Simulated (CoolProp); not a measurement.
Normal hydrogen at 305.86 K and 0.235 MPa is throttled through a valve to 0.0958 MPa with no heat exchange. Each further row changes one setting.

Values from CoolProp's reference Helmholtz-energy equation of state, Leachman 2009.

```json
[
 {"case": "as stated", "temperature change (K)": "+0.0", "final density (kg/m³)": "(withheld)"},
 {"case": "outlet pressure 0.0287 MPa", "temperature change (K)": "(withheld)", "final density (kg/m³)": "(withheld)"},
 {"case": "outlet pressure 0.125 MPa", "temperature change (K)": "+0.0", "final density (kg/m³)": "(withheld)"}
]
```

Q: What belongs in the gaps?

A: 
- as stated, final density (kg/m³): 0.0759
- outlet pressure 0.0287 MPa, temperature change (K): +0.1
- outlet pressure 0.0287 MPa, final density (kg/m³): 0.0227
- outlet pressure 0.125 MPa, final density (kg/m³): 0.0990
